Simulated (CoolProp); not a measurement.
Values from CoolProp's reference Helmholtz-energy equation of state, Gao 2022.

### Question
Give the vapour pressure (MPa), enthalpy of vaporisation (kJ/kg), liquid cp (kJ/(kg K)) of saturated n-perfluorohexane at -0.85, 16.25 °C.

### Answer
```csv
T (°C),p (MPa),enthalpy of vaporisation (kJ/kg),liquid cp (kJ/(kg K))
-0.85,0.00825,99.6,1.01
16.25,0.0198,95.3,1.03
```
